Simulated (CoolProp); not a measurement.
Properties of carbon monoxide along the isotherm 74.6 K (Tc = 132.9 K, pc = 3498 kPa, ω = 0.050).

Computed with CoolProp (reference Helmholtz-energy equation of state, Lemmon 2006). It is a short technical equation, of lower accuracy than the large ones.

```
p (kPa)   phase  density (kg/m³)  cp (kJ/(kg K))  cv (kJ/(kg K))  isothermal compressibility (1/MPa)  fugacity coefficient
-------  ------  ---------------  --------------  --------------  ----------------------------------  --------------------
194      liquid            823.5           2.139           1.199                            0.002466                0.2128
389      liquid            823.9           2.137           1.199                            0.002455                0.1072
583      liquid            824.3           2.136           1.200                            0.002443               0.07232
777      liquid            824.7           2.135           1.200                            0.002432               0.05484
972      liquid            825.1           2.133           1.201                            0.002421               0.04431
1170     liquid            825.5           2.132           1.201                            0.002409               0.03721
1360     liquid            825.8           2.130           1.201                            0.002399               0.03235
1550     liquid            826.2           2.129           1.202                            0.002388               0.02868
1750     liquid            826.6           2.128           1.202                            0.002377               0.02568
```
